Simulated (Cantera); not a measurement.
Input: 1 mol Si, 1.3 mol HCl, 8 mol H2, equilibrated at 7.90 bar.

These are equilibrium values from Cantera (NASA tables, ideal gas, pure condensed phases), not measurements of a reactor. Candidate condensed phases: Si; 19 gas species. Gases not in the tables: Si2H6 and higher silanes. Rates play no part.

Question: What share of the Si ends up in condensed phases as a function of T (°C), at 227, 377, 527, 677, 827, 977, 1127, 1277, 1427?

Answer: 
| T (°C) | Si condensed (%) | as |
|---|---|---|
| 227 | 60.4 | Si(s) |
| 377 | 60.3 | Si(s) |
| 527 | 60.4 | Si(s) |
| 677 | 60.9 | Si(s) |
| 827 | 62.6 | Si(s) |
| 977 | 65.5 | Si(s) |
| 1127 | 69.0 | Si(s) |
| 1277 | 71.4 | Si(s) |
| 1427 | 72.4 | Si(l) |
